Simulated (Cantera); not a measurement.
Mixture: 28.8 % CO, 18.1 % H₂, 11.2 % O₂, 42.0 % N₂, equivalence ratio 2.1, at 1.00 bar, adiabatic and at constant volume. Ignition delay is the time to a rise of 400 K.

Computed with Cantera and GRI-Mech 3.0 (53 species, 325 reactions). Where the delays flatten at high temperature, the 400 K rule measures the pace of heat release, not the induction time.

Problem. Predict: delay at 1025 K; delay at 1225 K; delay at 1425 K; delay at 1625 K; delay at 1825 K.

Solution. 
| Quantity | Value |
|---|---|
| delay at 1025 K | 0.244 ms |
| delay at 1225 K | 53.2 µs |
| delay at 1425 K | 26.1 µs |
| delay at 1625 K | 18.7 µs |
| delay at 1825 K | 18.2 µs |
